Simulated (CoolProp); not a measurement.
Computed with CoolProp (reference Helmholtz-energy equation of state, Lemmon 2005). It is a short technical equation, of lower accuracy than the large ones.

Question: Give the vapour pressure (kPa), liquid density (kg/m³), enthalpy of vaporisation (kJ/kg), vapour Z of saturated 1-butene at 84.25 °C.

Answer: 
| T (°C) | p (kPa) | liquid density (kg/m³) | enthalpy of vaporisation (kJ/kg) | vapour Z |
|---|---|---|---|---|
| 84.25 | 1310 | 502 | 279 | 0.761 |
